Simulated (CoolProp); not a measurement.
The numbers come from the reference Helmholtz-energy equation of state, Wu 2011 in CoolProp.

**Question.** Give the vapour pressure (MPa), liquid density (kg/m³), vapour viscosity (µPa s) of saturated dimethyl ether at 306.3, 312.6, 325.1 K.

**Answer.** 
```csv
T (K),p (MPa),liquid density (kg/m³),vapour viscosity (µPa s)
306.3,0.742,648,9.58
312.6,0.877,637,9.78
325.1,1.20,615,10.2
```

Viscosity comes from a separate model (Meng 2012).
